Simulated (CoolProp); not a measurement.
Vapour-liquid equilibrium of carbon dioxide (1) + C2F6 (R116) (2) at 2.03 MPa; x and y are mole fractions of (1).

Model: multi-fluid Helmholtz-energy mixture model, Span 1996 and Lemmon 2006; pair parameters Bell 2016, in CoolProp.

| x | bubble temperature, mixture model (°C) | bubble temperature, Raoult's law (°C) | y, mixture model | y, Raoult's law |
|---|---|---|---|---|
| 0.05 | [?] | 2.0 | 0.093 | 0.090 |
| 0.15 | -6.3 | -1.1 | 0.270 | 0.250 |
| 0.25 | [?] | -3.9 | 0.416 | 0.386 |
| 0.35 | -15.8 | -6.5 | 0.525 | 0.504 |
| 0.45 | -18.6 | -8.8 | 0.604 | 0.607 |
| 0.55 | -20.4 | -11.0 | 0.665 | 0.698 |
| 0.65 | -21.4 | -13.0 | 0.715 | 0.778 |
| 0.75 | -21.9 | -14.9 | 0.764 | 0.850 |
| 0.85 | -21.8 | -16.6 | 0.825 | 0.914 |
| 0.95 | -20.5 | -18.2 | [?] | 0.973 |

Q: Fill in the missing entries.

A: 
- 0.05, bubble temperature, mixture model (°C): 0.3
- 0.25, bubble temperature, mixture model (°C): -11.7
- 0.95, y, mixture model: 0.922

The largest gap from Raoult's law is -9.8 K in bubble temperature, at x = 0.45. y crosses x between x = 0.75 and 0.85: the model has an azeotrope there.

The pair parameters rest on a limited set of measurements; away from them the model extrapolates.
